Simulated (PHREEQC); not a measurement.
**Brine**

Make-up at 25 °C: 2.9 mol/kgw H2SO4 and 0.028 mol/kgw Na2SO4. Closed to the air; pH follows from the charge balance.

Equilibrium calculation in PHREEQC: Pitzer model, pitzer.dat.

Each row changes one thing in this solution. No solid was allowed to form.

```csv
case,pH,ionic strength (mol/kgw),HSO4- (mol/kgw),SO4-2 (mol/kgw)
as made,-1.07,4.29,2.25,0.681
temperature from 25 to 80 °C,-0.92,3.47,(withheld),(withheld)
temperature from 25 to 10 °C,-1.13,4.62,2.08,0.844
H2SO4 from 2.9 to 2.61 mol/kgw,-0.94,3.90,2.00,(withheld)
Na2SO4 left out,-1.07,4.26,2.22,0.682
```

Task: Complete the blanks.

Result: 
- temperature from 25 to 80 °C, HSO4- (mol/kgw): 2.66
- temperature from 25 to 80 °C, SO4-2 (mol/kgw): 0.271
- H2SO4 from 2.9 to 2.61 mol/kgw, SO4-2 (mol/kgw): 0.633

In brines, pH and single-ion activities rest on the MacInnes convention. Away from 25 °C the constants follow the database's enthalpies or fits; those with neither stay at their 25 °C values.
